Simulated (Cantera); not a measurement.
**N2O furnace oxynitridation**

A perfectly stirred reactor is fed with N2O : H2O = 1 : 0.0074 (molar parts), at 20.0 Torr; it is held at 1600 K, and followed from long to short residence time.

Detailed kinetics in Cantera: GRI-Mech 3.0 (53 species, 325 reactions). GRI-Mech 3.0 was tuned for natural gas; its chemistry of N2O as a main component is partial and can be far from experiment. Radical loss at walls, strong at low pressure, is not modelled. The temperature is held fixed by assumption; the heat of reaction is taken as removed at once.

```
τ (s)     x N2O    x H2O       x O      x H    x HO2    x H2O2     x NO2
-------  ------  -------  --------  -------  -------  --------  --------
1.6      0.0804  0.00501  0.000152  1.01e-6  1.64e-7  4.40e-10   9.79e-5
0.50      0.217  0.00534  0.000159  7.89e-7  4.52e-7  7.01e-10  0.000174
0.16      0.461  0.00594  0.000164  5.56e-7  1.33e-6   1.63e-9  0.000306
0.050     0.729  0.00659  0.000167  4.11e-7  3.72e-6   5.12e-9  0.000390
0.016     0.889  0.00700  0.000170  3.28e-7  8.14e-6   1.54e-8  0.000287
0.0049    0.959  0.00719  0.000171  2.45e-7  1.30e-5   3.39e-8  0.000103
0.0016    0.981  0.00727  0.000168  1.46e-7  1.23e-5   3.37e-8   1.59e-5
0.00049   0.989  0.00732  0.000154  4.97e-8  4.41e-6   7.77e-9   5.97e-7
0.00015   0.992  0.00734  0.000119  9.28e-9  5.44e-7  5.54e-10   5.94e-9
```
x: mole fraction; the columns are a selection and need not sum to one.
